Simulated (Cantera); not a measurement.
## Ignition delay

Mixture: 11.5 % CH3OH, 15.7 % O2, 59.0 % N2, 13.8 % CO2, equivalence ratio 1.1, at 9.60 bar, adiabatic and at constant volume. Ignition delay is the time to a rise of 400 K.

Detailed kinetics in Cantera: GRI-Mech 3.0 (53 species, 325 reactions). GRI-Mech 3.0 was tuned for natural gas; its chemistry of methanol as a main component is partial and can be far from experiment.

| T0 (K) | delay (ms) |
|---|---|
| 1200 | 1.50 |
| 1275 | 0.456 |
| 1350 | 0.161 |
| 1425 | 0.0651 |
| 1500 | 0.0295 |
| 1575 | 0.0148 |
| 1650 | 0.00807 |
| 1725 | 0.00469 |

The apparent activation energy between 1575 and 1725 K is 170 kJ/mol.
